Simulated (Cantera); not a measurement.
Charge: 1 mol TEOS, 5.8 mol NO, 4.8 mol H₂, equilibrated at 698 K and 1.33 mbar.

Method: chemical equilibrium by Gibbs-energy minimisation in Cantera with the NASA 1993 tables (ideal gas, pure condensed phases). Candidate condensed phases: C, C₆H₆, C₇H₈, C₈H₁₈, H₂O, Si, SiC, SiO₂, Si₂N₂O, Si₃N₄; 151 gas species. The feed counts by its element totals alone. The numbers say what is thermodynamically allowed, not how fast it happens.

Base state: H₂ 0.607, N₂ 0.130, CO 0.124, CO₂ 0.0896, H₂O 0.0458, CH₄ 0.00436 (mole fractions); condensed: C(graphite) + SiO₂(α-quartz).

Task: What changes in the equilibrium state with this change: temperature from 698 K to 1300 K?

Result: 
| species | before | after |
|---|---|---|
| H₂ | 0.607 | 0.577 |
| CO | 0.124 | 0.312 |
| N₂ | 0.130 | 0.111 |
| CO₂ | 0.0896 | 4.40e-6 |
| H₂O | 0.0458 | 1.43e-5 |
| SiO | <1e-9 | 6.36e-5 |
| H | <1e-9 | 2.30e-5 |
| CH₄ | 0.00436 | 5.34e-7 |
| C(graphite), mol | 3.13 | 0 |
| SiO₂(α-quartz), mol | 1.00 | 0 |
| SiO₂(β-quartz), mol | 0 | 0.866 |
| Si₂N₂O(s), mol | 0 | 0.0662 |
Mutual solubility and eutectic melting of coexisting phases are not modelled. The tables hold silica as quartz up to 1696 K and as liquid above; real silica turns to tridymite and cristobalite and melts near 1996 K.
